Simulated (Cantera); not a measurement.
Charge: 1 mol Si, 1 mol Cl₂, 0.49 mol H₂, held at 2330 Torr.

Method: chemical equilibrium by Gibbs-energy minimisation in Cantera with the NASA 1993 tables (ideal gas, pure condensed phases). Candidate condensed phases: Si; 19 gas species. Equilibrium is a limit: real reactors are often held back by kinetics, nucleation or transport.

Over these rows the condensed part is Si(s). Partial pressures as log10 of bar:

```tsv
T (K)	1000/T (1/K)	log p SiCl₂	log p H₂	log p SiCl₄	log p SiHCl₃
698	1.4327	-6.65	0.12	0.10	-0.30
748	1.3369	?	0.13	0.10	-0.30
798	1.2531	-5.15	0.13	0.10	-0.31
848	1.1792	-4.54	0.13	0.10	-0.32
898	1.1136	-3.99	0.13	0.10	-0.33
948	1.0549	-3.51	0.13	0.10	-0.34
```

### Question
Fit log p(SiCl₂) = a + b·(1000/T) to the five rows, give the apparent enthalpy, and predict the row at 748 K.

### Answer
Means: 1000/T = 1.2067, log p = -4.768. Sxy = -0.712723, Sxx = 0.0856961, so b = -8.32 and a = -4.768 − (-8.32)×1.2067 = 5.27.
Apparent enthalpy: −19.145 × (-8.32) = 159 kJ/mol. With the condensed phases at unit activity, 1/2 Si(s) + 1/2 SiCl₄(g) = SiCl₂(g) links this pressure to the main gases: over the six rows their terms move log p by +0.00 in all, so the slope is close to that reaction's ΔH°. The five rows lie within 0.01 of the line.
Prediction at 748 K: 5.27 + (-8.32)×1.3369 = -5.85. The computed value is -5.85, 0.00 from the line.
